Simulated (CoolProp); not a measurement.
R365MFC along the isotherm 122.75 °C: density (kg/m³) from the reference equation and from simpler models built on Tc = 186.9 °C, pc = 32.66 bar, ω = 0.377; each cubic takes its own stable root.

Values from CoolProp's reference Helmholtz-energy equation of state, Lemmon 2016.

```
p (bar)   phase  reference
-------  ------  ---------
8.17        gas      44.62
16.3     liquid       1012
24.5     liquid       1020
32.7     liquid       1027
40.8     liquid       1034
49       liquid       1040
57.2     liquid       1046
65.3     liquid       1051
73.5     liquid       1057
81.7     liquid       1062
```

Question: How far does each simpler model (van der Waals, Redlich-Kwong, Soave-Redlich-Kwong) lie from the reference over these 10 states: mean and median of the absolute difference, and the worst?

Answer: 
- van der Waals: mean 38.6 %, median 35.9 %, worst -89.9 % at 122.75 °C and 16.3 bar
- Redlich-Kwong: mean 12.9 %, median 13.3 %, worst -17.5 % at 122.75 °C and 16.3 bar
- Soave-Redlich-Kwong: mean 8.4 %, median 8.8 %, worst -10.9 % at 122.75 °C and 16.3 bar

At some of these states van der Waals gives the other phase, because its saturation line lies elsewhere.
